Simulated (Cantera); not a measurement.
## Hydrocarbon pyrolysis for carbon deposition

A perfectly stirred reactor is fed with 15.2 % C2H4, 84.8 % H2, at 0.0360 bar; it is held at 1550 K, and followed from long to short residence time.

Computed with Cantera and GRI-Mech 3.0 (53 species, 325 reactions). GRI-Mech 3.0 was tuned for natural gas; its chemistry of ethylene as a main component is partial and can be far from experiment. GRI-Mech 3.0 stops at C3 and has no aromatics, soot or wall deposition, so with more carbon than oxygen in the feed, carbon stays in small species such as C2H2 where larger ones or solid carbon would form. Radical loss at walls, strong at low pressure, is not modelled.

| τ (s) | x C2H4 | x H2 | x CH2 | x C2H2 | x C2H6 | x CH4 | x C2H |
|---|---|---|---|---|---|---|---|
| 1.5 | 0.00380 | 0.868 | 1.59e-10 | 0.128 | 2.78e-7 | 0.000437 | 3.08e-8 |
| 0.84 | 0.00749 | 0.867 | 1.62e-10 | 0.125 | 4.65e-7 | 0.000351 | 2.24e-8 |
| 0.48 | 0.0147 | 0.866 | 2.06e-10 | 0.119 | 7.54e-7 | 0.000292 | 1.59e-8 |
| 0.28 | 0.0267 | 0.865 | 2.77e-10 | 0.108 | 1.14e-6 | 0.000241 | 1.13e-8 |
| 0.16 | 0.0452 | 0.862 | 3.70e-10 | 0.0923 | 1.62e-6 | 0.000187 | 7.69e-9 |
| 0.090 | 0.0691 | 0.859 | 4.67e-10 | 0.0715 | 2.10e-6 | 0.000132 | 4.95e-9 |
| 0.052 | 0.0927 | 0.856 | 5.34e-10 | 0.0511 | 2.41e-6 | 8.60e-5 | 3.02e-9 |
| 0.030 | 0.113 | 0.853 | 5.52e-10 | 0.0332 | 2.45e-6 | 4.97e-5 | 1.66e-9 |
| 0.017 | 0.129 | 0.851 | 4.98e-10 | 0.0193 | 2.13e-6 | 2.41e-5 | 7.68e-10 |
| 0.0097 | 0.140 | 0.850 | 3.75e-10 | 0.0104 | 1.49e-6 | 9.44e-6 | 2.89e-10 |
x: mole fraction; the columns are a selection and need not sum to one.
